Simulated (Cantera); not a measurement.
A diamond (100) surface in a fixed gas of H2 with x(CH4) = 0.024, x(H) = 0.00022, x(CH3) = 0.00059, 8.25 Torr; coverages are run to steady state.

Cantera simulation using the Harris–Goodwin 1993 mechanism for the reconstructed diamond (100) surface; the numbers are that mechanism's predictions, not measurements.

θ: site fractions in the mechanism's names (c6HH fully hydrogenated, c6H* and c6*H radical sites, c6** diradical, c6HM methylated).

```tsv
T (K)	growth (µm/h)	θ c6HH	θ c6H*	θ c6*H	θ c6**	θ c6HM
925	0.532	0.285	0.00492	0.127	0.00120	0.457
1000	0.439	0.465	0.0132	0.270	0.00352	0.179
1075	0.202	0.540	0.0224	0.377	0.00619	0.0326
1150	…	0.536	…	0.410	…	…
1225	0.118	0.534	0.0340	0.414	0.00920	0.000847
1300	…	0.547	0.0377	0.403	0.00988	…
1375	0.0130	0.568	0.0402	0.382	0.00943	3.40e-5
```

### Question
Some entries are withheld; supply them.

### Answer

- 1150, growth (µm/h): 0.140
- 1150, θ c6H*: 0.0289
- 1150, θ c6**: 0.00794
- 1150, θ c6HM: 0.00509
- 1300, growth (µm/h): 0.0525
- 1300, θ c6HM: 0.000156
